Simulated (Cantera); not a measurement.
Gas-phase reforming

An isothermal, constant-pressure homogeneous reactor starts with CH4 : H2O : H2 = 4.6 : 2.9 : 0.13 (molar parts), at 1448 K and 1.20 bar.

Model: GRI-Mech 3.0 (53 species, 325 reactions), integrated in Cantera. GRI-Mech 3.0 stops at C3 and has no aromatics, soot or wall deposition, so with more carbon than oxygen in the feed, carbon stays in small species such as C2H2 where larger ones or solid carbon would form.

| t (s) | x CH4 | x H2O | x H2 | x H | x HO2 |
|---|---|---|---|---|---|
| 2.00e-5 | 0.603 | 0.380 | 0.0170 | 2.62e-8 | <1e-12 |
| 6.83e-5 | 0.603 | 0.380 | 0.0171 | 5.08e-8 | <1e-12 |
| 0.000233 | 0.603 | 0.380 | 0.0171 | 1.00e-7 | <1e-12 |
| 0.000795 | 0.603 | 0.380 | 0.0172 | 1.24e-7 | <1e-12 |
| 0.00271 | 0.602 | 0.380 | 0.0177 | 1.61e-7 | <1e-12 |
| 0.00926 | 0.598 | 0.380 | 0.0201 | 2.48e-7 | <1e-12 |
| 0.0316 | 0.583 | 0.377 | 0.0325 | 4.35e-7 | <1e-12 |
| 0.108 | 0.532 | 0.365 | 0.0787 | 9.18e-7 | <1e-12 |
| 0.368 | 0.418 | 0.337 | 0.185 | 1.92e-6 | <1e-12 |
| 1.26 | 0.254 | 0.295 | 0.337 | 3.67e-6 | <1e-12 |
| 4.29 | 0.170 | 0.250 | 0.432 | 5.52e-6 | <1e-12 |
| 14.6 | 0.168 | 0.189 | 0.483 | 5.87e-6 | <1e-12 |
| 50.0 | 0.155 | 0.112 | 0.552 | 6.28e-6 | <1e-12 |
x: mole fraction; the columns are a selection and need not sum to one.

Equilibrium at this temperature and pressure: CH4 0.0978, H2O 8.00e-6, H2 0.678, H 6.98e-6, HO2 <1e-12 (gas phase only).
